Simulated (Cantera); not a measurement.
Ammonia decomposition in nitride growth gas

An isothermal, constant-pressure homogeneous reactor starts with NH3 : H2 = 8.6 : 0.49 (molar parts), at 1900 K and 0.132 atm.

Computed with Cantera and the gas-phase N/H chemistry of the illustrative SiF4/NH3 mechanism in the Surface Chemkin manual (1991). Walls and surfaces, which speed up NH3 decomposition in real reactors, are not modelled.

| t (s) | x NH3 | x H2 | x N2H2 | x N2 | x NH2 |
|---|---|---|---|---|---|
| 3.00e-5 | 0.946 | 0.0539 | 1.64e-9 | 6.84e-11 | 2.47e-5 |
| 9.17e-5 | 0.946 | 0.0539 | 2.62e-8 | 1.20e-8 | 7.58e-5 |
| 0.000280 | 0.946 | 0.0540 | 3.31e-7 | 1.35e-6 | 0.000229 |
| 0.000857 | 0.945 | 0.0544 | 2.96e-6 | 6.88e-5 | 0.000600 |
| 0.00262 | 0.942 | 0.0568 | 5.92e-6 | 0.000844 | 0.000815 |
| 0.00801 | 0.931 | 0.0647 | 5.84e-6 | 0.00359 | 0.000808 |
| 0.0245 | 0.899 | 0.0882 | 5.48e-6 | 0.0117 | 0.000780 |
| 0.0749 | 0.812 | 0.153 | 4.58e-6 | 0.0342 | 0.000715 |
| 0.229 | 0.609 | 0.304 | 2.89e-6 | 0.0864 | 0.000583 |
| 0.700 | 0.295 | 0.537 | 1.07e-6 | 0.167 | 0.000361 |
| 2.14 | 0.0575 | 0.714 | 1.47e-7 | 0.228 | 0.000120 |
| 6.54 | 0.00126 | 0.754 | 1.29e-9 | 0.243 | 8.01e-6 |
| 20.0 | 0.000102 | 0.755 | 1.10e-11 | 0.243 | 7.16e-7 |
x: mole fraction; the columns are a selection and need not sum to one.

Equilibrium at this temperature and pressure: NH3 1.03e-6, H2 0.755, N2H2 <1e-12, N2 0.243, NH2 7.24e-9 (gas phase only).
